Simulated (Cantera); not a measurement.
An isothermal, constant-pressure homogeneous reactor starts with H2 : O2 : N2 = 0.034 : 1 : 0.18 (molar parts), at 1473 K and 0.0336 atm. Integrator tolerance rtol = 1e-08.

Detailed kinetics in Cantera: GRI-Mech 3.0 (53 species, 325 reactions). Radical loss at walls, strong at low pressure, is not modelled.

Question: What does this change do: pressure from 0.0336 atm to 0.0138 atm?

Answer: 
```json
[
 {"quantity": "x(H2) at 20.0 s", "before": "2.24e-7 (gas-phase equilibrium 2.24e-7)", "after": "3.81e-7 (gas-phase equilibrium 3.49e-7)"},
 {"quantity": "x(O2) at 20.0 s", "before": "0.821 (gas-phase equilibrium 0.821)", "after": "0.821 (gas-phase equilibrium 0.821)"},
 {"quantity": "x(OH) at 20.0 s", "before": "0.000108 (gas-phase equilibrium 0.000108)", "after": "0.000141 (gas-phase equilibrium 0.000134)"},
 {"quantity": "x(H2O2) at 20.0 s", "before": "8.40e-10 (gas-phase equilibrium 8.39e-10)", "after": "5.58e-10 (gas-phase equilibrium 5.38e-10)"},
 {"quantity": "x(O) at 20.0 s", "before": "1.38e-5 (gas-phase equilibrium 1.38e-5)", "after": "2.35e-5 (gas-phase equilibrium 2.15e-5)"},
 {"quantity": "x(NO2) at 20.0 s", "before": "8.16e-10 (gas-phase equilibrium 1.96e-6)", "after": "5.97e-10 (gas-phase equilibrium 1.26e-6)"},
 {"quantity": "x(HO2) at 20.0 s", "before": "1.01e-7 (gas-phase equilibrium 1.01e-7)", "after": "7.86e-8 (gas-phase equilibrium 8.12e-8)"}
]
```
